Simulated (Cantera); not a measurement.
Charge: 1 mol FeS, 96 mol H2, 32 mol N2, held at 82.0 Pa.

Method: chemical equilibrium by Gibbs-energy minimisation in Cantera with the NASA 1993 tables (ideal gas, pure condensed phases). Candidate condensed phases: Fe, FeS, FeS2, S; 16 gas species. The numbers say what is thermodynamically allowed, not how fast it happens. All values below are at 1523 K.

Base state: H2 0.744, N2 0.249, H2S 0.00308, S2 0.00197, H 0.000696, SH 0.000679, Fe 0.000296, S 8.21e-5 (mole fractions); condensed: Fe(γ).

Problem. What changes in the equilibrium state with this change: H2 from 96 to 490 mol?

Solution. 
```csv
species,before,after
H2,0.744,0.936
N2,0.249,0.0612
H2S,0.00308,0.00124
Fe,0.000296,0.000296
S2,0.00197,0.000202
S,8.21e-5,2.63e-5
SH,0.000679,0.000244
H,0.000696,0.000781
"Fe(γ), mol",0.962,0.845
```

Problem. What changes in the equilibrium state with this change: H2 from 96 to 1700 mol?

Solution. 
```csv
species,before,after
H2,0.744,0.980
N2,0.249,0.0185
H,0.000696,0.000799
H2S,0.00308,0.000438
Fe,0.000296,0.000296
S2,0.00197,2.30e-5
S,8.21e-5,8.86e-6
SH,0.000679,8.41e-5
"Fe(γ), mol",0.962,0.487
```
